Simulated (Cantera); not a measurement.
A Cantera script and its output.

```python
import numpy as np
import cantera as ct

gas = ct.Solution("gri30.yaml")


def delay(T, t_max=10):
    gas.TPX = T, 630000, {'CH4': 1, 'O2': 2, 'N2': 6.6}
    reactor = ct.IdealGasReactor(gas, clone=False)
    net = ct.ReactorNet([reactor])
    net.rtol, net.atol = 1e-8, 1e-16
    while net.time < t_max:
        t_old, T_old = net.time, reactor.T
        net.step()
        if reactor.T > T + 400:  # ignition: a rise of 400 K
            return t_old + (T + 400 - T_old) / (reactor.T - T_old) * (net.time - t_old)
    return np.nan


taus = []
for T in [1125, 1225, 1325, 1425, 1525, 1625, 1725, 1825]:
    taus.append(delay(T))
    print(f"T0 = {T:6g} K   tau = {taus[-1]:.4e} s")
```

Result:

```
T0 =   1125 K   tau = 1.8157e-02 s
T0 =   1225 K   tau = 4.8494e-03 s
T0 =   1325 K   tau = 1.4644e-03 s
T0 =   1425 K   tau = 4.9156e-04 s
T0 =   1525 K   tau = 1.8172e-04 s
T0 =   1625 K   tau = 7.4001e-05 s
T0 =   1725 K   tau = 3.3345e-05 s
T0 =   1825 K   tau = 1.6599e-05 s
```

Detailed kinetics in Cantera: GRI-Mech 3.0 (53 species, 325 reactions).
